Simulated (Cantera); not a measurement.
A closed system holds: 1 mol MgO, 1.8 mol Cl2, 7.2 mol N2, held at 1.00 bar.

Method: chemical equilibrium by Gibbs-energy minimisation in Cantera with the NASA 1993 tables (ideal gas, pure condensed phases). Candidate condensed phases: Mg, MgCl2, MgO; 18 gas species. Equilibrium is a limit: real reactors are often held back by kinetics, nucleation or transport.

What share of the Mg ends up in condensed phases as a function of T (°C), at 1002, 1027, 1052, 1077, 1102, 1127, 1152, 1177, 1202, 1227, 1252, 1277, 1302?


```csv
T (°C),Mg condensed (%),as
1002,82.5,MgO(s)
1027,78.2,MgO(s)
1052,73.0,MgO(s)
1077,67.2,MgO(s)
1102,60.6,MgO(s)
1127,53.3,MgO(s)
1152,45.4,MgO(s)
1177,37.1,MgO(s)
1202,28.5,MgO(s)
1227,19.7,MgO(s)
1252,11.1,MgO(s)
1277,2.9,MgO(s)
1302,0.0,-
```
